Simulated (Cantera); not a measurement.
Thermodynamics of halide evaporation, hydrolysis and transport, feed CaCl₂ + H₂O + H₂

Feed: 1 mol CaCl₂, 0.31 mol H₂O, a varied amount of H₂, equilibrated at 1000 Pa.

Equilibrium computed with Cantera from the NASA thermochemical tables; the gas is ideal and each condensed phase is pure. Candidate condensed phases: Ca, CaCl₂, CaO, Ca(OH)₂, H₂O; 21 gas species. Mutual solubility and eutectic melting of coexisting phases are not modelled. Condensed phases not in the tables: oxide chlorides. Equilibrium is a limit: real reactors are often held back by kinetics, nucleation or transport.

**Question.** Map the stable condensed phases over T = 925, 1025, 1125, 1225, 1325, 1425, 1525, 1625, 1725, 1825, 1925, 2025, 2125 K and n(H₂) in mol = 1.7, 2.9, 5, 8.6, 15, 25, 43, 73, 120, 210.

**Answer.** 
```
T in K \ n(H₂) in mol
         1.7 2.9   5 8.6  15  25  43  73 120 210
   2125    A   A   A   A   A   B   B   B   B   B
   2025    A   A   A   A   A   A   A   B   B   B
   1925    A   A   A   A   A   A   A   A   A   B
   1825    A   A   A   A   A   A   A   A   A   A
   1725    A   A   A   A   A   A   A   A   A   A
   1625    A   A   A   A   A   A   A   A   A   A
   1525    C   A   A   A   A   A   A   A   A   A
   1425    C   C   C   C   A   A   A   A   A   A
   1325    C   C   C   C   C   C   C   C   A   A
   1225    C   C   C   C   C   C   C   C   C   C
   1125    C   C   C   C   C   C   C   C   C   C
   1025    C   C   C   C   C   C   C   C   C   C
    925    C   C   C   C   C   C   C   C   C   C
```
A: CaO; B: gas only; C: CaCl₂ + CaO.
